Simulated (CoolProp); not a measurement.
Vapour-liquid equilibrium of R152A (1) + n-butane (2) at 1.45 bar; x and y are mole fractions of (1).

The numbers come from the multi-fluid Helmholtz-energy mixture model, Outcalt 1996 and Bücker 2006; pair parameters Bell 2016 in CoolProp.

Q: Give the bubble temperature and the first vapour's composition at x = 0.05, 0.45, 0.95. Is there an azeotrope?

A: x = 0.05: 272.4 K, y = 0.328; x = 0.45: 256.8 K, y = 0.706; x = 0.95: 256.6 K, y = 0.920. y crosses x between x = 0.75 and 0.85: the model has an azeotrope there.

The pair parameters rest on a limited set of measurements; away from them the model extrapolates. With so large a gap from Raoult's law the liquid may split in two, which this calculation doesn't test in full.
